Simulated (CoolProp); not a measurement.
Sulfur hexafluoride at 298.15 K and 1.5 MPa is compressed adiabatically to 9.73 MPa with isentropic efficiency 0.75. Each further row changes one setting.

Values from CoolProp's reference Helmholtz-energy equation of state, Guder 2009.

```tsv
case	work (kJ/kg)	final temperature (K)	final density (kg/m³)
as stated	30.8	387.9	739
efficiency 1	23.1	381.7	788
efficiency 0.65	35.5	391.8	712
```
